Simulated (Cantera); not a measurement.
What does this Cantera script print?

```python
import numpy as np
import cantera as ct

gas_names = """
    B BCL BCL2 BCL3 BH BH2 BH3 BO BOCL BO2 B2 B2O B2O2 B2O3 B3O3CL3 B3O3H3 CL CLO CL2 H HBO HBO2 HCL
    HOCL HO2 H2 H2O H2O2 H3B3O6 O OH O2 O3
""".split()
cond_names = """
    B(b) B(L) B2O3(L) B3O3H3(cr) H2O(s) H2O(L)
""".split()


# ... load() reads the species with a 1 bar reference pressure and builds the phases ...
atoms = {
    'BCl3': {'B': 1, 'CL': 3},
    'H2O': {'H': 2, 'O': 1},
}
top_T = {}  # K; cautious upper limits of use, not melting points


# ... equilibrate(T, P, feed) seeds the gas with the atoms and calls Mixture.equilibrate('TP', solver="vcs", rtol=1e-11, max_steps=5000) ...
results = []
T = 1275  # K
P = 100000  # Pa
for m in [1.7, 2.2, 2.8, 3.3, 3.9, 4.4, 5, 5.5, 6.1, 6.7]:
    feed = {'BCl3': 1, 'H2O': m}  # mol
    mix = equilibrate(T, P, feed)
    results.append((T, P, feed, dict(zip(mix.species_names, mix.species_moles))))

top = {s: max(r[3][s] / sum(r[3][g] for g in gas_names) for r in results) for s in gas_names}
cols = sorted((s for s in top if top[s] > 1e-06), key=lambda s: -top[s])[:6]
seen = [c for c in cond_names if any(r[3].get(c, 0) > 1e-12 for r in results)]
print("log10 of partial pressures in bar; condensed amounts in mol")
print(f"{'n(H2O)':>10s}" + "".join(f"{s[:9]:>10s}" for s in cols + seen))
for T, P, feed, n in results:
    ng = sum(n[g] for g in gas_names)
    print(f"{feed['H2O']:10.4g}" + "".join(f"{np.log10(max(n[s] / ng * P / 1e5, 1e-99)):10.3f}" for s in cols)
          + "".join(f"{n.get(c, 0):10.4g}" for c in seen))
```

Output:

```
log10 of partial pressures in bar; condensed amounts in mol
    n(H2O)       HCL       H2O    H3B3O6      HBO2        H2        CL   B2O3(L)
       1.7    -0.028    -1.208    -3.859    -3.249    -4.107    -4.178    0.4984
       2.2    -0.091    -0.727    -3.138    -3.008    -4.162    -4.214    0.4941
       2.8    -0.156    -0.524    -2.833    -2.907    -4.217    -4.251    0.4879
       3.3    -0.204    -0.430    -2.693    -2.860    -4.258    -4.279    0.4821
       3.9    -0.255    -0.357    -2.583    -2.823    -4.300    -4.309    0.4748
       4.4    -0.294    -0.313    -2.517    -2.801    -4.331    -4.331    0.4685
         5    -0.335    -0.273    -2.458    -2.782    -4.365    -4.357    0.4607
       5.5    -0.368    -0.248    -2.419    -2.769    -4.390    -4.376    0.4541
       6.1    -0.403    -0.223    -2.382    -2.756    -4.417    -4.398    0.4461
       6.7    -0.436    -0.202    -2.352    -2.746    -4.441    -4.419     0.438
```

These are equilibrium values from Cantera (NASA tables, ideal gas, pure condensed phases), not measurements of a reactor. Gases not in the tables: H3BO3.
